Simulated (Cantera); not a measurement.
# Adiabatic ignition

An adiabatic, constant-pressure homogeneous reactor starts with CH4 : CO : O2 : N2 : CO2 = 1 : 0.49 : 4.47 : 16.8 : 1.7 (molar parts), equivalence ratio 0.50, at 1575 K and 42000 Pa.

Computed with Cantera and GRI-Mech 3.0 (53 species, 325 reactions).

```json
[
 {"t (s)": "2.00e-6", "T (K)": "1575", "x CH4": "0.0409", "x CO": "0.0200", "x O2": "0.183", "x NO2": "<1e-12", "x OH": "1.56e-8", "x C2H": "<1e-12"},
 {"t (s)": "8.60e-6", "T (K)": "1575", "x CH4": "0.0409", "x CO": "0.0200", "x O2": "0.183", "x NO2": "<1e-12", "x OH": "5.39e-8", "x C2H": "<1e-12"},
 {"t (s)": "3.69e-5", "T (K)": "1575", "x CH4": "0.0409", "x CO": "0.0200", "x O2": "0.183", "x NO2": "<1e-12", "x OH": "9.44e-8", "x C2H": "<1e-12"},
 {"t (s)": "0.000159", "T (K)": "1575", "x CH4": "0.0408", "x CO": "0.0200", "x O2": "0.183", "x NO2": "<1e-12", "x OH": "3.13e-7", "x C2H": "<1e-12"},
 {"t (s)": "0.000682", "T (K)": "1578", "x CH4": "0.0398", "x CO": "0.0201", "x O2": "0.182", "x NO2": "<1e-12", "x OH": "6.57e-6", "x C2H": "<1e-12"},
 {"t (s)": "0.00293", "T (K)": "2308", "x CH4": "<1e-12", "x CO": "0.0173", "x O2": "0.0947", "x NO2": "7.44e-8", "x OH": "0.0103", "x C2H": "<1e-12"},
 {"t (s)": "0.0126", "T (K)": "2380", "x CH4": "<1e-12", "x CO": "0.0115", "x O2": "0.0926", "x NO2": "7.20e-7", "x OH": "0.00863", "x C2H": "<1e-12"},
 {"t (s)": "0.0541", "T (K)": "2374", "x CH4": "<1e-12", "x CO": "0.0112", "x O2": "0.0904", "x NO2": "2.66e-6", "x OH": "0.00840", "x C2H": "<1e-12"},
 {"t (s)": "0.233", "T (K)": "2368", "x CH4": "<1e-12", "x CO": "0.0110", "x O2": "0.0881", "x NO2": "4.60e-6", "x OH": "0.00818", "x C2H": "<1e-12"},
 {"t (s)": "1.00", "T (K)": "2368", "x CH4": "<1e-12", "x CO": "0.0110", "x O2": "0.0880", "x NO2": "4.69e-6", "x OH": "0.00817", "x C2H": "<1e-12"}
]
```
x: mole fraction; the columns are a selection and need not sum to one.

| Property | Result |
|---|---|
| time of steepest temperature rise | 1.08 ms |
| temperature at 1.00 s | 2368 K |
| equilibrium temperature | 2368 K |
| x(CH4) at 1.00 s | <1e-12 (gas-phase equilibrium <1e-12) |
| x(CO) at 1.00 s | 0.0110 (gas-phase equilibrium 0.0110) |
| x(O2) at 1.00 s | 0.0880 (gas-phase equilibrium 0.0880) |
